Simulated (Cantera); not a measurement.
Charge: 1 mol SiH4, 0.018 mol CH4, 720 mol H2, equilibrated at 9700 Pa.

These are equilibrium values from Cantera (NASA tables, ideal gas, pure condensed phases), not measurements of a reactor. Candidate condensed phases: C, C6H6, C7H8, C8H18, Si, SiC; 87 gas species. Mutual solubility and eutectic melting of coexisting phases are not modelled. Gases not in the tables: Si2H6 and higher silanes. The numbers say what is thermodynamically allowed, not how fast it happens.

Q: Which condensed phases are stable at each of these points (T (°C)): 1350, 1400, 1450, 1500, 1550, 1600, 1650, 1700, 1750, 1800, 1850, 1900, 1950?

A: 
```csv
T (°C),condensed phases,Si condensed (%)
1350,Si(s) + SiC(s),99.3
1400,Si(s) + SiC(s),98.7
1450,Si(l) + SiC(s),97.7
1500,Si(l) + SiC(s),96.0
1550,Si(l) + SiC(s),92.9
1600,Si(l) + SiC(s),87.6
1650,Si(l) + SiC(s),78.5
1700,Si(l) + SiC(s),62.8
1750,Si(l),36.6
1800,gas only,0.0
1850,gas only,0.0
1900,gas only,0.0
1950,gas only,0.0
```

From 1350 °C to 1400 °C the condensed part is Si(s) + SiC(s). From 1450 °C to 1700 °C the condensed part is Si(l) + SiC(s). At 1750 °C the condensed part is Si(l). From 1800 °C to 1950 °C nothing is condensed.
